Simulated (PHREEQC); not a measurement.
Dissolve 0.0043 mol K2HPO4 and 1.2e-06 mol Ca(HCO3)2 per kg of water at 25 °C and 300 atm. Closed to the air; pH follows from the charge balance.

Equilibrium calculation in PHREEQC: ion-association model, phreeqc.dat.

**Question.** The ionic strength comes out as 0.0128 mol/kgw. What activity coefficients do HCO3-, H2PO4-, KHPO4-, HPO4-2, K+ get?

**Answer.** HCO3- 0.90, H2PO4- 0.90, KHPO4- 0.90, HPO4-2 0.64, K+ 0.89.

This is a speciation only: nothing precipitates in the calculation. Species that the database lacks are ignored. Under pressure, the constants of complexes without a molar volume in the database are unreliable.
